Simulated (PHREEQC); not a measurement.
0.32 g of hydrous ferric oxide (600 m²/g; 0.2 weak and 0.005 strong sites per Fe, Dzombak-Morel constants, diffuse double layer) in 1 kg of water with 0.1 mol/kgw of an inert sodium salt and 4.7e-06 mol/kgw H3BO3, 5e-05 mol/kgw Ag2SO4 and 6.5e-05 mol/kgw CuSO4, at 25 °C; the pH is set by adding NaOH or the inert anion's acid. O2 is buffered at 0.21 atm. The system is closed to CO2. No solid was allowed to form.

Base run: PHREEQC, ion-association model, wateq4f.dat. Each further column changes one thing. The table gives Cu sorbed (%).

```
pH   base  no electrostatic term (-no_edl)  background salt from 0.1 to 0.01 mol/kgw  oxide from 0.32 to 1.6 g/kgw
---  ----  -------------------------------  ----------------------------------------  ----------------------------
3     0.0                              0.0                                       0.1                           0.2
4.5  15.2                             17.5                                      17.4                          49.7
5.5  79.8                             88.4                                      82.7                          97.7
7    99.8                            100.0                                      99.8                         100.0
8.5  99.8                             99.6                                      99.8                         100.0
9.5  99.5                             89.1                                      99.7                         100.0
11   96.5                              1.1                                      99.0                          99.7
```

The database's constant for dissolved Cu(OH)2 is higher than later reviews accept. The oxide is taken as insoluble; below pH 4 it would dissolve. In at least one series the solution becomes supersaturated in solids that the run did not let form, among them Cu(OH)2.
